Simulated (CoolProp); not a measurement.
Saturation properties of R1123.

Values from CoolProp's reference Helmholtz-energy equation of state, Akasaka 2020.

| T (K) | p (MPa) | vapour density (kg/m³) | liquid cp (kJ/(kg K)) |
|---|---|---|---|
| 207.6 | 0.08066 | 3.956 | 1.274 |
| 215.4 | 0.1209 | 5.776 | 1.287 |
| 223.1 | 0.1746 | 8.155 | 1.303 |
| 230.8 | 0.2450 | 11.23 | 1.320 |
| 238.6 | 0.3368 | 15.21 | 1.341 |
| 246.3 | 0.4509 | 20.14 | 1.365 |
| 254 | 0.5921 | 26.26 | 1.392 |
| 261.8 | 0.7664 | 33.93 | 1.426 |
| 269.5 | 0.9734 | 43.23 | 1.466 |
| 277.2 | 1.219 | 54.64 | 1.516 |

It boils at 211.9 K under 1 atm.
